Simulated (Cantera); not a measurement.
A closed system holds: 1 mol SiH₂Cl₂, 0.1 mol NO, 0.19 mol H₂, equilibrated at 875 °C and 100 Torr.

These are equilibrium values from Cantera (NASA tables, ideal gas, pure condensed phases), not measurements of a reactor. Candidate condensed phases: H₂O, NH₄Cl, Si, SiO₂, Si₂N₂O, Si₃N₄; 47 gas species. Mutual solubility and eutectic melting of coexisting phases are not modelled. The tables' values for SiCl₃ are old estimates; treat these amounts as uncertain. The tables hold silica as quartz up to 1696 K and as liquid above; real silica turns to tridymite and cristobalite and melts near 1996 K. Kinetics and transport are ignored.

Base state: H₂ 0.641, SiCl₄ 0.223, HCl 0.0583, SiHCl₃ 0.0492, SiCl₃ 0.0153, SiCl₂ 0.0116, SiH₂Cl₂ 0.00136, SiH₃Cl 1.01e-5 (mole fractions); condensed: Si(s) + SiO₂(β-quartz) + Si₂N₂O(s).

**Question.** What changes in the equilibrium state with this change: SiH₂Cl₂ replaced by SiCl₄?

**Answer.** 
```csv
species,before,after
SiCl₄,0.223,0.696
HCl,0.0583,0.281
N₂,<1e-9,0.0173
H₂,0.641,0.00517
SiCl₂,0.0116,1.26e-5
SiHCl₃,0.0492,0.000257
SiCl₃,0.0153,0.000892
SiH₂Cl₂,0.00136,1.19e-8
SiH₃Cl,1.01e-5,<1e-9
"Si(s), mol",0.361,0
"SiO₂(β-quartz), mol",0.0250,0.0363
"Si₂N₂O(s), mol",0.0500,0.0274
```

**Question.** What changes in the equilibrium state with this change: temperature from 875 °C to 552 °C?

**Answer.** 
| species | before | after |
|---|---|---|
| H₂ | 0.641 | 0.681 |
| SiCl₄ | 0.223 | 0.252 |
| SiHCl₃ | 0.0492 | 0.0621 |
| HCl | 0.0583 | 0.00342 |
| SiCl₂ | 0.0116 | 1.90e-5 |
| SiCl₃ | 0.0153 | 0.000233 |
| SiH₃Cl | 1.01e-5 | 6.29e-6 |
| SiH₂Cl₂ | 0.00136 | 0.00129 |
| Si(s), mol | 0.361 | 0.349 |
| SiO₂(β-quartz), mol | 0.0250 | 0 |
| Si₂N₂O(s), mol | 0.0500 | 0.0500 |
| SiO₂(α-quartz), mol | 0 | 0.0250 |

**Question.** What changes in the equilibrium state with this change: SiH₂Cl₂ replaced by HMDSO?

**Answer.** 
```tsv
species	before	after
H₂	0.641	0.997
CH₄	0	0.00315
CO	0	0.000104
SiCl₄	0.223	0
HCl	0.0583	0
SiHCl₃	0.0492	0
SiCl₃	0.0153	0
SiCl₂	0.0116	0
SiH₂Cl₂	0.00136	0
SiH₃Cl	1.01e-5	0
Si(s), mol	0.361	0
SiO₂(β-quartz), mol	0.0250	0.525
Si₂N₂O(s), mol	0.0500	0.0500
C(graphite), mol	0	4.59
SiC(s), mol	0	1.38
```
The feed counts by its element totals alone. Further candidate phases: C, C₆H₆, C₇H₈, C₈H₁₈, SiC.
